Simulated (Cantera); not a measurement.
Charge: 1 mol CH3SiH3, 0.029 mol C2H2, 570 mol H2, held at 1898 K and 11.0 mbar.

Cantera equilibrium calculation (NASA polynomials, part measured and part estimated; ideal gas, pure solids and liquids). Candidate condensed phases: C, C6H6, C7H8, C8H18, Si, SiC; 87 gas species. The feed counts by its element totals alone. Equilibrium is a limit: real reactors are often held back by kinetics, nucleation or transport.

Base state: H2 0.992, H 0.00742, C2H2 (acetylene) 9.55e-5, Si 8.13e-5 (mole fractions); condensed: SiC(s).

What changes in the equilibrium state with this change: temperature from 1898 K to 2673 K?


```csv
species,before,after
H2,0.992,0.615
H,0.00742,0.383
Si,8.13e-5,0.00136
C,<1e-9,3.10e-5
C2H,9.28e-9,4.07e-5
SiC2,5.21e-7,2.75e-5
C2H2 (acetylene),9.55e-5,0.000645
"SiC(s), mol",0.945,0
```
